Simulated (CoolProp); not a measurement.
A simple Rankine cycle with R124: condensing at 320.15 K, boiler at 2.36 MPa, turbine inlet 412.8 K, turbine efficiency 0.65, pump efficiency 0.6, no recuperator. Each further row changes one setting.

Values from CoolProp's reference Helmholtz-energy equation of state, de Vries 1995.

```
case                             thermal efficiency (%)  net work (kJ/kg)  heat in (kJ/kg)  turbine exit temperature (K)  volume ratio over the turbine
-------------------------------  ----------------------  ----------------  ---------------  ----------------------------  -----------------------------
as stated                                           6.8              13.5              197                         378.3                            ___
turbine inlet 432.8 K                               6.8              14.9              218                         400.2                           3.46
condensing temperature 312.15 K                     7.8              16.2              207                           ___                           4.44
boiler pressure 1.65 MPa                            5.1               ___              205                         391.0                            ___
turbine efficiency 0.55                             ___              11.1              197                           ___                            ___
```

Task: Complete the blanks.

Result: 
- as stated, volume ratio over the turbine: 3.56
- condensing temperature 312.15 K, turbine exit temperature (K): 373.4
- boiler pressure 1.65 MPa, net work (kJ/kg): 10.4
- boiler pressure 1.65 MPa, volume ratio over the turbine: 2.37
- turbine efficiency 0.55, thermal efficiency (%): 5.6
- turbine efficiency 0.55, turbine exit temperature (K): 381.1
- turbine efficiency 0.55, volume ratio over the turbine: 3.60
